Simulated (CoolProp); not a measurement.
Properties of carbonyl sulfide along the isobar 5.88 MPa (Tc = 105.6 °C, pc = 6.369 MPa, ω = 0.098).

Model: reference Helmholtz-energy equation of state, Lemmon 2006, in CoolProp. It is a short technical equation, of lower accuracy than the large ones.

```tsv
T (°C)	phase	Z	speed of sound (m/s)	expansivity (1/kK)
72.25	liquid	0.1449	471.9	5.235
85.75	liquid	0.1520	382.8	7.888
99.35	liquid	0.1745	247.7	26.72
112.85	gas	0.5835	190.7	15.17
126.45	gas	0.6603	206.3	9.284
140.05	gas	0.7120	218.3	6.998
153.55	gas	0.7509	228.3	5.740
167.15	gas	0.7821	237.2	4.918
180.65	gas	0.8076	245.1	4.340
194.25	gas	0.8292	252.5	3.902
207.75	gas	0.8475	259.2	3.561
221.35	gas	0.8634	265.6	3.284
```
